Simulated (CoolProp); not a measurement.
Computed with CoolProp (reference Helmholtz-energy equation of state, Setzmann 1991).

### Question
Give the vapour pressure (kPa), surface tension (mN/m), liquid viscosity (µPa s), vapour viscosity (µPa s) of saturated methane at 118.3, 124 K.

### Answer
```
T (K)  p (kPa)  surface tension (mN/m)  liquid viscosity (µPa s)  vapour viscosity (µPa s)
-----  -------  ----------------------  ------------------------  ------------------------
118.3      169                    11.6                       102                      4.52
124        252                    10.5                      90.8                      4.74
```

Viscosity comes from a separate model (Quiñones-Cisneros 2006). Surface tension comes from a separate correlation (Mulero 2012).
